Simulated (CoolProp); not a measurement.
The fluid at 288.3 K and 9.1 MPa (stagnation) flows isentropically through a choked orifice. The same conditions are run with several fluids, on thermodynamics alone (safety and materials aside).

Computed with CoolProp (reference Helmholtz-energy equation of state of each fluid (oxygen: Schmidt 1985; CF4 (R14): Platzer 1990; methane: Setzmann 1991; nitrogen: Span 2000; ethylene: Smukala 2000)). The equations of Platzer and Polt are older, rougher fits.

```
fluid      throat to inlet pressure ratio  mass flux (kg/(m² s))  throat temperature (K)
---------  ------------------------------  ---------------------  ----------------------
oxygen                              0.518                  24000                   237.0
CF4 (R14)                           0.567                  45400                   259.0
methane                             0.534                  17600                   244.0
nitrogen                            0.513                  22100                   236.5
ethylene                            0.479                  54200                   275.9
```
